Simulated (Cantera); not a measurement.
**Thermodynamics of carbon deposition, reforming and gasification, feed C3H8 + CO2 + H2**

Input: 1 mol C3H8, 0.057 mol CO2, 1.5 mol H2, held at 1400 Pa.

These are equilibrium values from Cantera (NASA tables, ideal gas, pure condensed phases), not measurements of a reactor. Candidate condensed phases: C, C6H6, C7H8, C8H18, H2O; 110 gas species. The numbers say what is thermodynamically allowed, not how fast it happens.

```json
[
 {"T (K)": "1673", "x H2": "0.979", "x H": "0.000952", "x CO": "0.0203", "x C2H2 (acetylene)": "5.58e-5", "x C2H": "2.66e-10", "x C3": "<1e-12", "n C(graphite)": "2.94"},
 {"T (K)": "1748", "x H2": "0.978", "x H": "0.00191", "x CO": "0.0203", "x C2H2 (acetylene)": "0.000110", "x C2H": "1.51e-9", "x C3": "1.59e-12", "n C(graphite)": "2.94"},
 {"T (K)": "1823", "x H2": "0.976", "x H": "0.00362", "x CO": "0.0203", "x C2H2 (acetylene)": "0.000206", "x C2H": "7.38e-9", "x C3": "1.64e-11", "n C(graphite)": "2.94"},
 {"T (K)": "1898", "x H2": "0.973", "x H": "0.00652", "x CO": "0.0202", "x C2H2 (acetylene)": "0.000366", "x C2H": "3.18e-8", "x C3": "1.40e-10", "n C(graphite)": "2.94"},
 {"T (K)": "1973", "x H2": "0.968", "x H": "0.0112", "x CO": "0.0202", "x C2H2 (acetylene)": "0.000620", "x C2H": "1.23e-7", "x C3": "1.01e-9", "n C(graphite)": "2.94"},
 {"T (K)": "2048", "x H2": "0.960", "x H": "0.0185", "x CO": "0.0201", "x C2H2 (acetylene)": "0.00101", "x C2H": "4.27e-7", "x C3": "6.28e-9", "n C(graphite)": "2.93"},
 {"T (K)": "2123", "x H2": "0.949", "x H": "0.0295", "x CO": "0.0200", "x C2H2 (acetylene)": "0.00157", "x C2H": "1.36e-6", "x C3": "3.42e-8", "n C(graphite)": "2.93"},
 {"T (K)": "2198", "x H2": "0.932", "x H": "0.0454", "x CO": "0.0198", "x C2H2 (acetylene)": "0.00236", "x C2H": "3.97e-6", "x C3": "1.66e-7", "n C(graphite)": "2.92"},
 {"T (K)": "2273", "x H2": "0.909", "x H": "0.0677", "x CO": "0.0196", "x C2H2 (acetylene)": "0.00343", "x C2H": "1.08e-5", "x C3": "7.21e-7", "n C(graphite)": "2.90"},
 {"T (K)": "2348", "x H2": "0.878", "x H": "0.0978", "x CO": "0.0193", "x C2H2 (acetylene)": "0.00480", "x C2H": "2.72e-5", "x C3": "2.85e-6", "n C(graphite)": "2.89"},
 {"T (K)": "2423", "x H2": "0.837", "x H": "0.137", "x CO": "0.0189", "x C2H2 (acetylene)": "0.00648", "x C2H": "6.44e-5", "x C3": "1.03e-5", "n C(graphite)": "2.86"},
 {"T (K)": "2498", "x H2": "0.786", "x H": "0.187", "x CO": "0.0184", "x C2H2 (acetylene)": "0.00843", "x C2H": "0.000143", "x C3": "3.44e-5", "n C(graphite)": "2.83"},
 {"T (K)": "2573", "x H2": "0.724", "x H": "0.247", "x CO": "0.0178", "x C2H2 (acetylene)": "0.0106", "x C2H": "0.000301", "x C3": "0.000107", "n C(graphite)": "2.80"}
]
```
x: gas mole fraction; n: condensed amount in mol.

From 1673 K to 2573 K the condensed part is C(graphite). The main C-bearing gas is CO at 1673 K and C2H2 (acetylene) at 2573 K.
